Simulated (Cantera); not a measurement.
Feed: 1 mol Si3N4, 0.0057 mol Si, 0.013 mol N2, equilibrated at 1.00 Torr.

Method: chemical equilibrium by Gibbs-energy minimisation in Cantera with the NASA 1993 tables (ideal gas, pure condensed phases). Candidate condensed phases: Si, Si3N4; 7 gas species. Kinetics and transport are ignored.

**Question.** What share of the Si ends up in condensed phases as a function of T (°C), at 1852, 1877, 1902, 1927, 1952, 1977, 2002, 2027, 2052, 2077, 2102, 2127?

**Answer.** 
```json
[
 {"T (°C)": "1852", "Si condensed (%)": "89.4", "as": "Si(l)"},
 {"T (°C)": "1877", "Si condensed (%)": "85.6", "as": "Si(l)"},
 {"T (°C)": "1902", "Si condensed (%)": "80.3", "as": "Si(l)"},
 {"T (°C)": "1927", "Si condensed (%)": "72.7", "as": "Si(l)"},
 {"T (°C)": "1952", "Si condensed (%)": "61.1", "as": "Si(l)"},
 {"T (°C)": "1977", "Si condensed (%)": "42.2", "as": "Si(l)"},
 {"T (°C)": "2002", "Si condensed (%)": "7.3", "as": "Si(l)"},
 {"T (°C)": "2027", "Si condensed (%)": "0.0", "as": "-"},
 {"T (°C)": "2052", "Si condensed (%)": "0.0", "as": "-"},
 {"T (°C)": "2077", "Si condensed (%)": "0.0", "as": "-"},
 {"T (°C)": "2102", "Si condensed (%)": "0.0", "as": "-"},
 {"T (°C)": "2127", "Si condensed (%)": "0.0", "as": "-"}
]
```
